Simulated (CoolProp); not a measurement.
A simple Rankine cycle with isobutene: condensing at 304.15 K, boiler at 1.74 MPa, turbine inlet 372.6 K, turbine efficiency 0.6, pump efficiency 0.6, no recuperator. Each further row changes one setting.

Values from CoolProp's reference Helmholtz-energy equation of state, Lemmon 2005. It is a short technical equation, of lower accuracy than the large ones.

```
case                             thermal efficiency (%)  net work (kJ/kg)  heat in (kJ/kg)  turbine exit temperature (K)  volume ratio over the turbine
-------------------------------  ----------------------  ----------------  ---------------  ----------------------------  -----------------------------
as stated                                           8.2              35.3              429                         327.3                              …
turbine inlet 392.6 K                               8.3                 …              478                         351.3                              …
condensing temperature 296.15 K                       …              41.2                …                         322.3                           6.90
boiler pressure 1.22 MPa                            6.8              30.7                …                         342.0                           3.51
turbine efficiency 0.5                              6.7                 …              429                         330.9                           5.51
```

Problem. Some entries are withheld; supply them.

Solution. 
- as stated, volume ratio over the turbine: 5.44
- turbine inlet 392.6 K, net work (kJ/kg): 39.8
- turbine inlet 392.6 K, volume ratio over the turbine: 5.18
- condensing temperature 296.15 K, thermal efficiency (%): 9.2
- condensing temperature 296.15 K, heat in (kJ/kg): 448
- boiler pressure 1.22 MPa, heat in (kJ/kg): 452
- turbine efficiency 0.5, net work (kJ/kg): 28.8
